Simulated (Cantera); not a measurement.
Adiabatic ignition

An adiabatic, constant-volume homogeneous reactor starts with CH4 : C2H6 : O2 : N2 = 1 : 0.065 : 2.93 : 11 (molar parts), at 1275 K and 180000 Pa.

Cantera simulation using GRI-Mech 3.0 (53 species, 325 reactions); the numbers are that mechanism's predictions, not measurements.

```
t (s)     T (K)  P (bar)   x CH4   x C2H6    x O2    x NO2    x CH2O
--------  -----  -------  ------  -------  ------  -------  --------
2.00e-6    1275     1.80  0.0667  0.00433   0.195   <1e-12  5.01e-10
6.32e-6    1275     1.80  0.0667  0.00433   0.195   <1e-12   5.11e-9
2.00e-5    1275     1.80  0.0667  0.00433   0.195   <1e-12   5.19e-8
6.32e-5    1275     1.80  0.0667  0.00433   0.195   <1e-12   5.45e-7
0.000200   1275     1.80  0.0667  0.00432   0.195   <1e-12   7.03e-6
0.000632   1276     1.80  0.0665  0.00426   0.195   <1e-12  0.000126
0.00200    1325     1.88  0.0602  0.00339   0.189   <1e-12   0.00225
0.00632    2765     3.99  <1e-12   <1e-12  0.0439  9.64e-6  1.65e-10
0.0200     2765     3.99  <1e-12   <1e-12  0.0439  9.65e-6  1.65e-10
0.0632     2765     3.99  <1e-12   <1e-12  0.0439  9.65e-6  1.65e-10
0.200      2765     3.99  <1e-12   <1e-12  0.0439  9.65e-6  1.65e-10
```
x: mole fraction; the columns are a selection and need not sum to one.

```json
{
 "time_of_steepest_temperature_rise": "2.23 ms",
 "temperature at 0.200 s": "2765 K",
 "equilibrium_temperature": "2765 K",
 "x(CH4) at 0.200 s": "<1e-12 (gas-phase equilibrium <1e-12)",
 "x(C2H6) at 0.200 s": "<1e-12 (gas-phase equilibrium <1e-12)",
 "x(O2) at 0.200 s": "0.0439 (gas-phase equilibrium 0.0439)"
}
```
